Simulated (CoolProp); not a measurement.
Vapour-liquid equilibrium of C3F8 (R218) (1) + R134a (2) at 319.2 K; x and y are mole fractions of (1).

Model: multi-fluid Helmholtz-energy mixture model, Lemmon 2006 and Tillner-Roth 1994; pair parameters Bell 2016, in CoolProp.

```json
[
 {"x": "0.05", "bubble pressure (kPa)": "1301", "y at the bubble point": "0.106", "dew pressure at overall composition x (kPa)": "1242", "liquid density (mol/L)": "10.56"},
 {"x": "0.15", "bubble pressure (kPa)": "1466", "y at the bubble point": "0.252", "dew pressure at overall composition x (kPa)": "1349", "liquid density (mol/L)": "9.785"},
 {"x": "0.25", "bubble pressure (kPa)": "1579", "y at the bubble point": "0.352", "dew pressure at overall composition x (kPa)": "1464", "liquid density (mol/L)": "9.083"},
 {"x": "0.35", "bubble pressure (kPa)": "1655", "y at the bubble point": "0.430", "dew pressure at overall composition x (kPa)": "1577", "liquid density (mol/L)": "8.456"},
 {"x": "0.45", "bubble pressure (kPa)": "1704", "y at the bubble point": "0.500", "dew pressure at overall composition x (kPa)": "1671", "liquid density (mol/L)": "7.906"},
 {"x": "0.55", "bubble pressure (kPa)": "1730", "y at the bubble point": "0.567", "dew pressure at overall composition x (kPa)": "1726", "liquid density (mol/L)": "7.436"},
 {"x": "0.65", "bubble pressure (kPa)": "1732", "y at the bubble point": "0.638", "dew pressure at overall composition x (kPa)": "1729", "liquid density (mol/L)": "7.048"},
 {"x": "0.75", "bubble pressure (kPa)": "1706", "y at the bubble point": "0.717", "dew pressure at overall composition x (kPa)": "1688", "liquid density (mol/L)": "6.742"},
 {"x": "0.85", "bubble pressure (kPa)": "1646", "y at the bubble point": "0.810", "dew pressure at overall composition x (kPa)": "1614", "liquid density (mol/L)": "6.509"},
 {"x": "0.95", "bubble pressure (kPa)": "1545", "y at the bubble point": "0.927", "dew pressure at overall composition x (kPa)": "1523", "liquid density (mol/L)": "6.336"}
]
```

y crosses x between x = 0.55 and 0.65: the model has an azeotrope there.

Pair parameters are fitted to limited data, so mixtures are less certain than the pure fluids.
